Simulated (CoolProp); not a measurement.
Saturation properties of R227EA (Tc = 374.9 K, pc = 2.925 MPa, ω = 0.358).

Values from CoolProp's reference Helmholtz-energy equation of state, Lemmon 2016.

```
T (K)  p (MPa)  liquid cp (kJ/(kg K))  vapour Z
-----  -------  ---------------------  --------
227.6      [?]                    [?]    0.9824
232.8      [?]                  1.036    0.9783
238    0.04159                  1.045    0.9736
243.3  0.05436                  1.054    0.9682
248.5      [?]                  1.063    0.9621
253.7  0.08841                  1.073    0.9553
259     0.1113                  1.084    0.9475
264.2   0.1380                  1.094       [?]
269.4   0.1694                  1.106    0.9299
274.7   0.2069                    [?]    0.9195
279.9      [?]                  1.130       [?]
```

### Question
Fill in the missing entries.

### Answer

- 227.6, p (MPa): 0.02354
- 227.6, liquid cp (kJ/(kg K)): 1.028
- 232.8, p (MPa): 0.03153
- 248.5, p (MPa): 0.06975
- 264.2, vapour Z: 0.9391
- 274.7, liquid cp (kJ/(kg K)): 1.118
- 279.9, p (MPa): 0.2496
- 279.9, vapour Z: 0.9084

It boils at 256.8 K under 1 atm.
